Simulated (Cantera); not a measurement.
**Stirred combustor or abatement burner**

A perfectly stirred reactor is fed with 5.75 % CH₄, 0.253 % C₂H₆, 19.0 % O₂, 71.8 % N₂, 3.16 % H₂O, equivalence ratio 0.65, at 8.70 bar; it is adiabatic with a 525 K inlet, and is followed from long to short residence time, starting on the burning branch (τ in s: 0.35, 0.16, 0.076, 0.036, 0.017, 0.0078, 0.0037, 0.0017, 0.00081, 0.00038, 0.00018, 8.3e-05).

Cantera simulation using GRI-Mech 3.0 (53 species, 325 reactions); the numbers are that mechanism's predictions, not measurements.

| τ (s) | T (K) | x CH₄ | x C₂H₆ | x O₂ | x H₂O₂ | x N₂O | x NO | x C₂H |
|---|---|---|---|---|---|---|---|---|
| 0.35 | 1882 | 8.05e-7 | 6.26e-9 | 0.0661 | 1.47e-7 | 4.81e-7 | 0.000150 | 1.53e-11 |
| 0.16 | 1882 | 1.71e-6 | 1.35e-8 | 0.0662 | 1.52e-7 | 5.01e-7 | 7.63e-5 | 3.31e-11 |
| 0.076 | 1881 | 3.44e-6 | 2.75e-8 | 0.0662 | 1.61e-7 | 5.40e-7 | 4.14e-5 | 6.79e-11 |
| 0.036 | 1881 | 6.67e-6 | 5.52e-8 | 0.0662 | 1.78e-7 | 6.14e-7 | 2.43e-5 | 1.37e-10 |
| 0.017 | 1879 | 1.24e-5 | 1.08e-7 | 0.0663 | 2.09e-7 | 7.47e-7 | 1.60e-5 | 2.68e-10 |
| 0.0078 | 1877 | 2.26e-5 | 2.09e-7 | 0.0664 | 2.64e-7 | 9.72e-7 | 1.18e-5 | 5.17e-10 |
| 0.0037 | 1873 | 3.89e-5 | 3.84e-7 | 0.0665 | 3.45e-7 | 1.28e-6 | 9.93e-6 | 9.26e-10 |
| 0.0017 | 1867 | 6.79e-5 | 7.12e-7 | 0.0668 | 4.71e-7 | 1.65e-6 | 8.81e-6 | 1.61e-9 |
| 0.00081 | 1857 | 0.000117 | 1.29e-6 | 0.0674 | 6.42e-7 | 1.94e-6 | 7.88e-6 | 2.60e-9 |
| 0.00038 | 1839 | 0.000210 | 2.42e-6 | 0.0684 | 8.91e-7 | 2.03e-6 | 6.64e-6 | 3.94e-9 |
| 0.00018 | 1807 | 0.000414 | 4.99e-6 | 0.0706 | 1.27e-6 | 1.82e-6 | 4.84e-6 | 5.46e-9 |
| 8.3e-5 | 525 | 0.0575 | 0.00253 | 0.190 | <1e-12 | <1e-12 | <1e-12 | <1e-12 |
x: mole fraction; the columns are a selection and need not sum to one.
